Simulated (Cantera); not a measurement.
What does this Cantera script print?

```python
import numpy as np
import cantera as ct

gas = ct.Solution("gri30.yaml")
gas.TPX = 1273, 1000000, {'CO': 1, 'H2': 1.5, 'CH4': 0.1, 'O2': 2.07, 'N2': 7.79}
reactor = ct.IdealGasConstPressureReactor(gas, energy="on", clone=False)
net = ct.ReactorNet([reactor])
net.rtol, net.atol = 1e-08, 1e-16
show = ['CO', 'H2', 'CH4', 'N2O', 'CH2CO', 'H2O']
times = np.geomspace(2e-06, 0.8, 15)

steps = ct.SolutionArray(gas, extra=["t"])
rows = []
print(f"{'t/s':>10s}{'T/K':>9s}{'P/Pa':>11s}" + "".join(f"{s:>11s}" for s in show))
for t in times:
    while net.time < t:
        t_next = net.step()
        steps.append(gas.state, t=t_next)
    rows.append([np.interp(t, steps.t, y) for y in (steps.T, steps.P, *steps(*show).X.T)])
    print(f"{t:10.3e}{rows[-1][0]:9.1f}{rows[-1][1]:11.4g}" + "".join(f"{x:11.3e}" for x in rows[-1][2:]))
rate = np.gradient(steps.T, steps.t)
print("integrator steps:", len(steps.t))
if steps.T.max() > steps.T[0] + 200:
    print(f"time of steepest temperature rise: {steps.t[rate.argmax()]:.4e} s")
gas.TPX = 1273, 1000000, {'CO': 1, 'H2': 1.5, 'CH4': 0.1, 'O2': 2.07, 'N2': 7.79}
gas.equilibrate("HP")
print(f"equilibrium (HP): T = {gas.T:.1f} K  " + "  ".join(f"{s} {gas[s].X[0]:.3e}" for s in show))
```

Output:

```
       t/s      T/K       P/Pa         CO         H2        CH4        N2O      CH2CO        H2O
 2.000e-06   1273.0      1e+06  8.026e-02  1.204e-01  8.026e-03  1.721e-12  3.627e-13  1.129e-06
 5.025e-06   1273.2      1e+06  8.025e-02  1.203e-01  8.021e-03  4.908e-11  6.335e-11  3.345e-05
 1.263e-05   2283.3      1e+06  4.898e-02  8.540e-03  1.717e-14  1.495e-06  4.030e-14  1.239e-01
 3.173e-05   2707.8      1e+06  1.203e-02  2.901e-03  2.394e-16  2.242e-06  4.649e-18  1.398e-01
 7.973e-05   2710.0      1e+06  1.167e-02  2.844e-03  2.317e-16  2.241e-06  4.305e-18  1.400e-01
 2.003e-04   2707.1      1e+06  1.163e-02  2.835e-03  2.309e-16  2.236e-06  4.240e-18  1.401e-01
 5.034e-04   2701.3      1e+06  1.153e-02  2.820e-03  2.291e-16  2.250e-06  4.108e-18  1.403e-01
 1.265e-03   2694.0      1e+06  1.142e-02  2.801e-03  2.268e-16  2.308e-06  3.935e-18  1.406e-01
 3.178e-03   2690.7      1e+06  1.138e-02  2.793e-03  2.258e-16  2.348e-06  3.857e-18  1.407e-01
 7.986e-03   2690.5      1e+06  1.137e-02  2.793e-03  2.257e-16  2.350e-06  3.852e-18  1.407e-01
 2.007e-02   2690.5      1e+06  1.137e-02  2.793e-03  2.257e-16  2.350e-06  3.852e-18  1.407e-01
 5.043e-02   2690.5      1e+06  1.137e-02  2.793e-03  2.257e-16  2.350e-06  3.852e-18  1.407e-01
 1.267e-01   2690.5      1e+06  1.137e-02  2.793e-03  2.257e-16  2.350e-06  3.852e-18  1.407e-01
 3.184e-01   2690.5      1e+06  1.137e-02  2.793e-03  2.257e-16  2.350e-06  3.852e-18  1.407e-01
 8.000e-01   2690.5      1e+06  1.137e-02  2.793e-03  2.257e-16  2.350e-06  3.852e-18  1.407e-01
integrator steps: 1482
time of steepest temperature rise: 1.1229e-05 s
equilibrium (HP): T = 2690.5 K  CO 1.137e-02  H2 2.793e-03  CH4 3.081e-16  N2O 2.350e-06  CH2CO 4.673e-18  H2O 1.407e-01
```

Detailed kinetics in Cantera: GRI-Mech 3.0 (53 species, 325 reactions).
